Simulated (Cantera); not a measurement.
Input: 1 mol TiCl4, 0.26 mol CH4, held at 133 Pa.

Method: chemical equilibrium by Gibbs-energy minimisation in Cantera with the NASA 1993 tables (ideal gas, pure condensed phases). Candidate condensed phases: C, C6H6, C7H8, C8H18, Ti, TiC, TiCl2, TiCl3, TiCl4; 96 gas species. TiC: taken at fixed stoichiometry. Kinetics and transport are ignored.

Problem. What share of the Ti ends up in condensed phases as a function of T (K), at 1298, 1348, 1398, 1448, 1498, 1548, 1598, 1648, 1698, 1748?

Solution. 
| T (K) | Ti condensed (%) | as |
|---|---|---|
| 1298 | 10.2 | TiC(s) |
| 1348 | 9.3 | TiC(s) |
| 1398 | 8.2 | TiC(s) |
| 1448 | 7.1 | TiC(s) |
| 1498 | 6.1 | TiC(s) |
| 1548 | 5.2 | TiC(s) |
| 1598 | 4.4 | TiC(s) |
| 1648 | 3.8 | TiC(s) |
| 1698 | 3.3 | TiC(s) |
| 1748 | 3.0 | TiC(s) |
